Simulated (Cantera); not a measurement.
Mixture: 8.42 % CO, 2.19 % H2, 2.44 % CH4, 21.2 % O2, 65.7 % N2, equivalence ratio 0.48, at 7500 Torr, adiabatic and at constant volume. Ignition delay is the time to a rise of 400 K.

Detailed kinetics in Cantera: GRI-Mech 3.0 (53 species, 325 reactions). Below about 1000 K GRI-Mech 3.0 lacks low-temperature oxidation paths. Below about 950 K walls govern HO2 and H2O2 in real vessels.

Predict: delay at 875 K; delay at 975 K; delay at 1075 K; delay at 1175 K; delay at 1275 K; apparent activation energy between 1225 and 1325 K.


```json
{
  "delay at 875 K": "0.215 s",
  "delay at 975 K": "13.3 ms",
  "delay at 1075 K": "1.30 ms",
  "delay at 1175 K": "0.224 ms",
  "delay at 1275 K": "67.7 µs",
  "apparent activation energy between 1225 and 1325 K": "140 kJ/mol"
}
```
